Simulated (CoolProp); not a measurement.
A single-stage vapour-compression cycle with n-perfluorohexane: evaporating at 282.15 K (dew point), condensing at 352.15 K (bubble point), superheat 10 K, subcooling 5 K, compressor efficiency 0.65, no pressure losses. Each further row changes one setting.

Computed with CoolProp (reference Helmholtz-energy equation of state, Gao 2022).

| case | cooling COP | pressure ratio | discharge temperature (K) | refrigerating effect (kJ/kg) | volumetric capacity (kJ/m³) |
|---|---|---|---|---|---|
| as stated | … | 14.5 | 352.1 | 35.3 | 69.1 |
| evaporating temperature 287.15 K | 1.58 | 11.3 | 352.1 | 39.3 | … |
| condensing temperature 347.15 K | 1.58 | 12.5 | 347.2 | 40.9 | 80.0 |
| subcooling 10 K | 1.52 | 14.5 | 352.1 | 40.9 | 80.0 |
| superheat 20 K | 1.48 | 14.5 | 352.1 | 43.5 | … |
| compressor efficiency 0.55 | 1.11 | 14.5 | 352.1 | 35.3 | 69.1 |

Problem. Complete the blanks.

Solution. 
- as stated, cooling COP: 1.31
- evaporating temperature 287.15 K, volumetric capacity (kJ/m³): 96.9
- superheat 20 K, volumetric capacity (kJ/m³): 82.1

The compression ends wet for: as stated; evaporating temperature 287.15 K; condensing temperature 347.15 K; subcooling 10 K; superheat 20 K; compressor efficiency 0.55.
